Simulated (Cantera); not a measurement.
An isothermal, constant-pressure homogeneous reactor starts with NO : N2 = 1 : 0.68 (molar parts), at 2148 K and 0.0263 atm.

Model: GRI-Mech 3.0 (53 species, 325 reactions), integrated in Cantera. Radical loss at walls, strong at low pressure, is not modelled.

### Question
Predict: x(NO) at 9.00 s; x(O) at 9.00 s; x(O2) at 9.00 s; x(N2) at 9.00 s; x(NO2) at 9.00 s.

### Answer
```json
{
 "x(NO) at 9.00 s": "0.0152 (gas-phase equilibrium 0.0123)",
 "x(O) at 9.00 s": "0.00635 (gas-phase equilibrium 0.00637)",
 "x(O2) at 9.00 s": "0.286 (gas-phase equilibrium 0.287)",
 "x(N2) at 9.00 s": "0.693 (gas-phase equilibrium 0.694)",
 "x(NO2) at 9.00 s": "3.97e-6 (gas-phase equilibrium 3.22e-6)"
}
```
